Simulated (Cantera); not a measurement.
## Silicon nitride deposition: Si₂Cl₆ + NH₃ + H₂

Charge: 1 mol Si₂Cl₆, 3.7 mol NH₃, a varied amount of H₂, equilibrated at 752 °C and 0.200 bar.

These are equilibrium values from Cantera (NASA tables, ideal gas, pure condensed phases), not measurements of a reactor. Candidate condensed phases: NH₄Cl, Si, Si₃N₄; 28 gas species. The feed counts by its element totals alone. The tables' values for SiCl₃ are old estimates; treat these amounts as uncertain. Equilibrium is a limit: real reactors are often held back by kinetics, nucleation or transport.

```json
[
 {"n(H₂) (mol)": "0.15", "x H₂": "0.445", "x HCl": "0.376", "x N₂": "0.106", "x SiCl₄": "0.0721", "n Si₃N₄(s)": "0.448"},
 {"n(H₂) (mol)": "0.35", "x H₂": "0.454", "x HCl": "0.374", "x N₂": "0.103", "x SiCl₄": "0.0690", "n Si₃N₄(s)": "0.453"},
 {"n(H₂) (mol)": "0.82", "x H₂": "0.474", "x HCl": "0.368", "x N₂": "0.0954", "x SiCl₄": "0.0624", "n Si₃N₄(s)": "0.463"},
 {"n(H₂) (mol)": "1.9", "x H₂": "0.514", "x HCl": "0.354", "x N₂": "0.0818", "x SiCl₄": "0.0502", "n Si₃N₄(s)": "0.484"},
 {"n(H₂) (mol)": "4.4", "x H₂": "0.586", "x HCl": "0.321", "x N₂": "0.0604", "x SiCl₄": "0.0320", "n Si₃N₄(s)": "0.522"},
 {"n(H₂) (mol)": "10", "x H₂": "0.689", "x HCl": "0.260", "x N₂": "0.0367", "x SiCl₄": "0.0138", "n Si₃N₄(s)": "0.577"},
 {"n(H₂) (mol)": "23", "x H₂": "0.804", "x HCl": "0.174", "x N₂": "0.0184", "x SiCl₄": "0.00324", "n Si₃N₄(s)": "0.631"}
]
```
x: gas mole fraction; n: condensed amount in mol.

From 0.15 mol H₂ to 23 mol H₂ the condensed part is Si₃N₄(s). The main Si-bearing gas is SiCl₄ throughout. The share of Si in condensed phases is highest at 23 mol H₂ (94.6 %) and lowest at 0.15 mol H₂ (67.2 %).
